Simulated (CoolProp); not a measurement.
Toluene along the isobar 52.2 bar: Z from the reference equation and from simpler models built on Tc = 318.6 °C, pc = 41.26 bar, ω = 0.266; each cubic takes its own stable root.

Model: reference Helmholtz-energy equation of state, Lemmon 2006, in CoolProp. It is a short technical equation, of lower accuracy than the large ones.

| T (°C) | phase | reference |
|---|---|---|
| 125.95 | liquid | 0.1880 |
| 132.55 | liquid | 0.1866 |
| 139.15 | liquid | 0.1852 |
| 145.85 | liquid | 0.1839 |
| 152.45 | liquid | 0.1828 |
| 159.05 | liquid | 0.1817 |
| 165.75 | liquid | 0.1807 |
| 172.35 | liquid | 0.1798 |
| 178.95 | liquid | 0.1790 |
| 185.65 | liquid | 0.1783 |
| 192.25 | liquid | 0.1778 |
| 198.85 | liquid | 0.1773 |
| 205.45 | liquid | 0.1769 |
| 212.15 | liquid | 0.1766 |
| 218.75 | liquid | 0.1765 |
| 225.35 | liquid | 0.1764 |

Task: How far does each simpler model (Redlich-Kwong, Soave-Redlich-Kwong, Peng-Robinson) lie from the reference over these 16 states: mean and median of the absolute difference, and the worst?

Result: 
- Redlich-Kwong: mean 16.2 %, median 16.1 %, worst +18.1 % at 225.35 °C and 52.2 bar
- Soave-Redlich-Kwong: mean 11.9 %, median 11.7 %, worst +13.5 % at 225.35 °C and 52.2 bar
- Peng-Robinson: mean 1.0 %, median 1.1 %, worst -1.5 % at 125.95 °C and 52.2 bar
